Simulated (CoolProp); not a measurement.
n-octane at 293.15 K and 4.23 MPa flows at 0.62 m/s in a round tube of 6 mm bore and 0.25 µm roughness, fully developed (64/Re and Nu = 3.66 if laminar; Colebrook and Gnielinski if turbulent). Each further row changes one setting.

Model: reference Helmholtz-energy equation of state, Beckmüller 2019, in CoolProp.

```tsv
case	Reynolds number	Darcy friction factor	pressure drop (Pa/m)	heat-transfer coefficient (W/(m² K))	mass flow (kg/h)
as stated	4620	0.0383	866	874	44.6
velocity 1.24 m/s	9250	0.0316	2860	1760	89.1
diameter 12 mm	9250	0.0316	357	882	178
```

Viscosity comes from a separate model (Huber 2004). Thermal conductivity comes from a separate model (Huber 2005).
